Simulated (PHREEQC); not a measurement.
1 kg of water holding 0.14 mol KHCO3, 0.0044 mol K2CO3, 0.3 mol KCl and 0.014 mol K2SO4 is evaporated at 5 °C; the solids stay in contact with the brine. CO2 from the air is kept out. Solids allowed: Arcanite, Kalicinite, Misenite, Sylvite. Others were left out.

The series has 20 steps of water left (kg), from 1 to 0.02406.

Model: Pitzer model, pitzer.dat, run in PHREEQC.

Q: Which solids form, in which order, and at which step of the series does each first stand?

A: Arcanite from water left = 0.1156 kg (pH 8.25); Sylvite from water left = 0.07808 kg (pH 8.24).

Constants without temperature data keep their 25 °C values here.
